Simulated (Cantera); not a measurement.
Charge: 1 mol Al, 0.61 mol HCl, 3.1 mol H₂, at 1075 K and 10000 Pa.

These are equilibrium values from Cantera (NASA tables, ideal gas, pure condensed phases), not measurements of a reactor. Candidate condensed phases: Al, AlCl₃; 12 gas species. The tables' values for AlCl₂ are old estimates; treat these amounts as uncertain. Equilibrium is a limit: real reactors are often held back by kinetics, nucleation or transport.

Base state: H₂ 0.926, AlCl₃ 0.0439, AlCl 0.0262, AlCl₂ 0.00393, HCl 0.000113 (mole fractions); condensed: Al(l).

Question: What changes in the equilibrium state with this change: temperature from 1075 K to 2023.15 K?

Answer: 
```tsv
species	before	after
H₂	0.926	0.775
AlCl	0.0262	0.140
Al	7.00e-9	0.0743
AlCl₃	0.0439	1.86e-8
AlH	2.59e-8	0.00550
Al₂	<1e-9	0.000150
H	4.47e-8	0.00529
AlCl₂	0.00393	3.74e-5
HCl	0.000113	0.000193
Al(l), mol	0.728	0.0415
```

Question: What changes in the equilibrium state with this change: HCl from 0.61 to 8.2 mol?

Answer: 
| species | before | after |
|---|---|---|
| HCl | 0.000113 | 0.481 |
| H₂ | 0.926 | 0.426 |
| AlCl₃ | 0.0439 | 0.0925 |
| AlCl | 0.0262 | 1.39e-9 |
| AlCl₂ | 0.00393 | 1.31e-6 |
| Al₂Cl₆ | 7.33e-6 | 3.26e-5 |
| Al(l), mol | 0.728 | 0 |
